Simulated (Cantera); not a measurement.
Charge: 1 mol CS2, 0.035 mol O2, 47 mol N2, at 2698.15 K and 1 atm.

Equilibrium computed with Cantera from the NASA thermochemical tables; the gas is ideal and each condensed phase is pure. Candidate condensed phases: C, S; 35 gas species. Equilibrium is a limit: real reactors are often held back by kinetics, nucleation or transport.

Base state: N2 0.966, CS 0.0173, S 0.00750, S2 0.00633, CS2 0.00181, CO 0.00144, SN 5.29e-5, CN 3.77e-5 (mole fractions); condensed: gas only.

Q: What changes in the equilibrium state with this change: temperature from 2698.15 K to 3398.15 K?

A: 
| species | before | after |
|---|---|---|
| N2 | 0.966 | 0.958 |
| S | 0.00750 | 0.0208 |
| CS | 0.0173 | 0.0179 |
| S2 | 0.00633 | 0.000873 |
| C | 1.67e-7 | 5.15e-5 |
| N | 1.56e-6 | 0.000131 |
| CN | 3.77e-5 | 0.000869 |
| CS2 | 0.00181 | 9.74e-5 |

Q: What changes in the equilibrium state with this change: temperature from 2698.15 K to 1573 K?

A: 
```tsv
species	before	after
N2	0.966	0.978
CS2	0.00181	0.0172
S2	0.00633	0.00345
CS	0.0173	0.000203
CN	3.77e-5	<1e-9
S	0.00750	5.32e-6
SN	5.29e-5	6.62e-8
CO	0.00144	0.00145
C(graphite), mol	0	0.0911
```

Q: What changes in the equilibrium state with this change: pressure from 1 atm to 1.50 mbar?

A: 
| species | before | after |
|---|---|---|
| N2 | 0.966 | 0.957 |
| S | 0.00750 | 0.0220 |
| CS | 0.0173 | 0.0185 |
| S2 | 0.00633 | 8.09e-5 |
| C | 1.67e-7 | 4.13e-5 |
| CS2 | 0.00181 | 8.44e-6 |
| N | 1.56e-6 | 4.05e-5 |
| CN | 3.77e-5 | 0.000357 |
| SN | 5.29e-5 | 5.95e-6 |
